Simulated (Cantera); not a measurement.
A perfectly stirred reactor is fed with H2 : O2 : N2 = 1 : 0.943 : 3.55 (molar parts), equivalence ratio 0.53, at 1200 Torr; it is adiabatic with a 748 K inlet, and is followed from long to short residence time, starting on the burning branch (τ in s: 0.047, 0.019, 0.0077, 0.0031, 0.0013, 0.00051, 0.00021, 8.3e-05, 3.3e-05, 1.3e-05).

Computed with Cantera and GRI-Mech 3.0 (53 species, 325 reactions).

One state of this run: T (K) = 1822; x H2 = 0.0108; x O2 = 0.0868; x NO2 = 1.39e-8; x O = 0.00932; x HO2 = 4.12e-5. x: mole fraction; the columns are a selection and need not sum to one.

**Question.** Which value of τ (s) does it belong to?
A) 0.0077
B) 3.3e-5
C) 8.3e-5
D) 0.0031

**Answer.** C, 8.3e-5
